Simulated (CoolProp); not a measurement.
Tetradecamethylhexasiloxane (MD4M) along the isotherm 620 K: density (kg/m³) from the reference equation and from simpler models built on Tc = 653.2 K, pc = 0.8286 MPa, ω = 0.800; each cubic takes its own stable root.

Computed with CoolProp (reference Helmholtz-energy equation of state, Thol 2019).

```csv
p (MPa),phase,reference
0.0131,gas,1.176
0.0233,gas,2.104
0.0414,gas,3.780
0.0737,gas,6.870
0.131,gas,12.70
0.233,gas,24.48
0.414,gas,53.11
0.737,liquid,498.5
1.31,liquid,520.8
2.33,liquid,545.9
4.14,liquid,574.1
```

Problem. How far does each simpler model (van der Waals, Redlich-Kwong, Peng-Robinson) lie from the reference over these 11 states: mean and median of the absolute difference, and the worst?

Solution. 
- van der Waals: mean 15.1 %, median 5.4 %, worst -42.4 % at 620 K and 0.737 MPa
- Redlich-Kwong: mean 7.5 %, median 3.6 %, worst -24.7 % at 620 K and 0.737 MPa
- Peng-Robinson: mean 1.6 %, median 1.0 %, worst -4.9 % at 620 K and 0.737 MPa
